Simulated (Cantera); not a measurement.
Feed: 1 mol Fe2O3, a varied amount of CH4, 0.32 mol CO, held at 652 °C and 1.00 bar.

Method: chemical equilibrium by Gibbs-energy minimisation in Cantera with the NASA 1993 tables (ideal gas, pure condensed phases). Candidate condensed phases: C, C6H6, C7H8, C8H18, Fe, Fe(CO)5, FeO, Fe(OH)2, Fe(OH)3, Fe2O3, Fe3O4, H2O; 114 gas species. The tables' stoichiometric FeO is somewhat more stable than real wüstite, so its field is too wide. FeO: taken at fixed stoichiometry. Condensed phases not in the tables: cementite and carbon dissolved in iron. The numbers say what is thermodynamically allowed, not how fast it happens.

x: gas mole fraction; n: condensed amount in mol.

| n(CH4) (mol) | x H2 | x CO2 | x CO | x H2O | x CH4 | n FeO(s) | n C(graphite) | n Fe(α) |
|---|---|---|---|---|---|---|---|---|
| 0.36 | 0.305 | 0.277 | 0.209 | 0.200 | 0.01000 | 2.00 | 0 | 0 |
| 0.53 | ? | ? | ? | 0.144 | ? | 2.00 | ? | 0 |
| 0.78 | ? | ? | ? | 0.144 | ? | 2.00 | ? | 0 |
| 1.1 | 0.538 | 0.0880 | 0.171 | 0.137 | 0.0657 | 2.00 | 0.534 | 0 |
| 1.7 | 0.614 | 0.0510 | 0.130 | 0.119 | 0.0856 | 2.00 | 1.02 | 0 |
| 2.4 | 0.665 | 0.0314 | 0.102 | 0.101 | 0.100 | 2.00 | 1.56 | 0 |
| 3.6 | 0.672 | 0.0289 | 0.0980 | 0.0980 | 0.103 | 1.45 | 2.23 | 0.553 |

Fill in the missing entries.


- 0.53, x H2: 0.393
- 0.53, x CO2: 0.182
- 0.53, x CO: 0.246
- 0.53, x CH4: 0.0350
- 0.53, n C(graphite): 0.0392
- 0.78, x H2: 0.471
- 0.78, x CO2: 0.128
- 0.78, x CO: 0.206
- 0.78, x CH4: 0.0504
- 0.78, n C(graphite): 0.263
